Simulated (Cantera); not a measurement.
A Cantera script and its output.

```python
import numpy as np
import cantera as ct

gas = ct.Solution("gri30.yaml")


def delay(T, t_max=10):
    gas.TPX = T, 1900000, {'CH4': 1, 'O2': 3.45, 'N2': 13, 'C2H6': 0.024}
    reactor = ct.IdealGasReactor(gas, clone=False)
    net = ct.ReactorNet([reactor])
    net.rtol, net.atol = 1e-8, 1e-16
    while net.time < t_max:
        t_old, T_old = net.time, reactor.T
        net.step()
        if reactor.T > T + 400:  # ignition: a rise of 400 K
            return t_old + (T + 400 - T_old) / (reactor.T - T_old) * (net.time - t_old)
    return np.nan


taus = []
for T in [1225, 1325, 1425, 1525, 1625, 1725, 1825, 1925, 2025]:
    taus.append(delay(T))
    print(f"T0 = {T:6g} K   tau = {taus[-1]:.4e} s")
```

It prints:

```
T0 =   1225 K   tau = 9.1742e-04 s
T0 =   1325 K   tau = 3.1086e-04 s
T0 =   1425 K   tau = 1.1648e-04 s
T0 =   1525 K   tau = 4.7164e-05 s
T0 =   1625 K   tau = 2.0612e-05 s
T0 =   1725 K   tau = 9.8022e-06 s
T0 =   1825 K   tau = 5.1010e-06 s
T0 =   1925 K   tau = 2.8956e-06 s
T0 =   2025 K   tau = 1.7739e-06 s
```

Computed with Cantera and GRI-Mech 3.0 (53 species, 325 reactions). The pressure lies above the range GRI-Mech 3.0 was tuned for (to about 10 atm).
